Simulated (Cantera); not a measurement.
Feed: 1 mol Fe, 0.031 mol SO2, 13 mol N2, at 1723.15 K and 1.05 Torr.

These are equilibrium values from Cantera (NASA tables, ideal gas, pure condensed phases), not measurements of a reactor. Candidate condensed phases: Fe, FeO, FeS, FeSO4, FeS2, Fe2O3, Fe2(SO4)3, Fe3O4, S; 19 gas species. Mutual solubility and eutectic melting of coexisting phases are not modelled. The tables' stoichiometric FeO is somewhat more stable than real wüstite, so its field is too wide. FeO: taken at fixed stoichiometry. Kinetics and transport are ignored.

Base state: N2 0.991, Fe 0.00653, SO2 0.000932, SO 0.000633, S2 0.000308, S 0.000182, FeO 2.80e-5 (mole fractions); condensed: Fe(δ) + FeO(l).

Problem. What changes in the equilibrium state with this change: pressure from 1.05 Torr to 0.165 Torr?

Solution. 
| species | before | after |
|---|---|---|
| N2 | 0.991 | 0.956 |
| Fe | 0.00653 | 0.0416 |
| SO2 | 0.000932 | 0.00114 |
| S2 | 0.000308 | 7.23e-5 |
| FeO | 2.80e-5 | 0.000178 |
| SO | 0.000633 | 0.000773 |
| Fe(δ), mol | 0.885 | 0.414 |
| FeO(l), mol | 0.0288 | 0.0179 |

Problem. What changes in the equilibrium state with this change: temperature from 1723.15 K to 1923.15 K?

Solution. 
| species | before | after |
|---|---|---|
| N2 | 0.991 | 0.927 |
| Fe | 0.00653 | 0.0702 |
| SO2 | 0.000932 | 0.00121 |
| FeO | 2.80e-5 | 0.000809 |
| O | 4.83e-7 | 2.86e-5 |
| S2 | 0.000308 | 1.31e-5 |
| NO | 2.46e-6 | 4.30e-5 |
| Fe(δ), mol | 0.885 | 0 |
| FeO(l), mol | 0.0288 | 0.00434 |
